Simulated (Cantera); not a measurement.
A perfectly stirred reactor is fed with 6.56 % CH4, 0.374 % H2, 13.7 % O2, 66.9 % N2, 12.5 % H2O, equivalence ratio 0.97, at 975 Torr; it is adiabatic with a 575 K inlet, and is followed from long to short residence time, starting on the burning branch (τ in s: 0.057, 0.023, 0.0093, 0.0037, 0.0015, 0.00061, 0.00025, 9.9e-05, 4e-05, 1.6e-05).

Model: GRI-Mech 3.0 (53 species, 325 reactions), integrated in Cantera.

Q: Predict: blow-out, bracketed by the residence times tried; x(CH4) at τ = 57.0 ms; x(H2) at τ = 57.0 ms; x(O2) at τ = 57.0 ms; x(H2O2) at τ = 57.0 ms; x(C2H4) at τ = 57.0 ms; x(CH4) at τ = 0.610 ms; x(H2) at τ = 0.610 ms; x(O2) at τ = 0.610 ms; x(H2O2) at τ = 0.610 ms; x(C2H4) at τ = 0.610 ms.

A: 
| Quantity | Value |
|---|---|
| blow-out, bracketed by the residence times tried | burning at 0.250 ms, out at 99.0 µs |
| x(CH4) at τ = 57.0 ms | 1.09e-5 |
| x(H2) at τ = 57.0 ms | 0.00242 |
| x(O2) at τ = 57.0 ms | 0.00612 |
| x(H2O2) at τ = 57.0 ms | 9.10e-8 |
| x(C2H4) at τ = 57.0 ms | 4.76e-9 |
| x(CH4) at τ = 0.610 ms | 0.000280 |
| x(H2) at τ = 0.610 ms | 0.0104 |
| x(O2) at τ = 0.610 ms | 0.0155 |
| x(H2O2) at τ = 0.610 ms | 5.25e-7 |
| x(C2H4) at τ = 0.610 ms | 5.40e-7 |
